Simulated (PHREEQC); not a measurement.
## Buffer: speciation

Dissolve 0.25 mol NaHCO3 and 0.00026 mol Na2B4O7 per kg of water at 55 °C. Closed to the air; pH follows from the charge balance.

All values are PHREEQC results (ion-association model, phreeqc.dat), not measurements.

Each row changes one thing in this solution. This is a speciation only: nothing precipitates in the calculation.

```json
[
 {"case": "as made", "pH": "7.57", "ionic strength (mol/kgw)": "0.233", "Na+ (mol/kgw)": "0.231", "HCO3- (mol/kgw)": "0.221", "NaHCO3 (mol/kgw)": "0.0123", "CO2 (mol/kgw)": "0.00803"},
 {"case": "diluted 5-fold with water", "pH": "7.85", "ionic strength (mol/kgw)": "0.0491", "Na+ (mol/kgw)": "0.0487", "HCO3- (mol/kgw)": "0.0471", "NaHCO3 (mol/kgw)": "0.000733", "CO2 (mol/kgw)": "0.00104"},
 {"case": "0.0044 mol/kgw NaCl added", "pH": "7.56", "ionic strength (mol/kgw)": "0.237", "Na+ (mol/kgw)": "0.235", "HCO3- (mol/kgw)": "0.221", "NaHCO3 (mol/kgw)": "0.0125", "CO2 (mol/kgw)": "0.00807"},
 {"case": "Na2B4O7 from 0.00026 to 0.000286 mol/kgw", "pH": "7.57", "ionic strength (mol/kgw)": "0.233", "Na+ (mol/kgw)": "0.231", "HCO3- (mol/kgw)": "0.221", "NaHCO3 (mol/kgw)": "0.0123", "CO2 (mol/kgw)": "0.00801"}
]
```

At this temperature some constants are extrapolated from 25 °C, and those without enthalpy data are left unchanged.
